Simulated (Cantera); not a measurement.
Predominance diagram of Mg at 775 K against the partial pressures of O2 and Br2 (log10, bar). Source: NASA polynomial tables (part measured, part estimated), evaluated in Cantera. Candidates: Mg(s), MgBr2(s), MgO(s). Only these pure phases compete in this equilibrium. Not in the tables: oxide halides.

```
log p(Br2) \ log p(O2)
        columns: -35, -32.4, -29.9, -27.3, -24.7, -22.1, -19.6, -17, -14.4, -11.9, -9.3, -6.7, -4.1, -1.6, 1
      1  A A A A A A A A A A A B B B B
   -0.4  A A A A A A A A A B B B B B B
   -1.9  A A A A A A A A B B B B B B B
   -3.3  A A A A A A A B B B B B B B B
   -4.7  A A A A A A B B B B B B B B B
   -6.1  A A A A A B B B B B B B B B B
   -7.6  A A A A B B B B B B B B B B B
     -9  A A A B B B B B B B B B B B B
  -10.4  A A B B B B B B B B B B B B B
  -11.9  B B B B B B B B B B B B B B B
  -13.3  B B B B B B B B B B B B B B B
  -14.7  B B B B B B B B B B B B B B B
  -16.1  B B B B B B B B B B B B B B B
  -17.6  B B B B B B B B B B B B B B B
    -19  B B B B B B B B B B B B B B B
```

A: MgBr2(s); B: MgO(s).
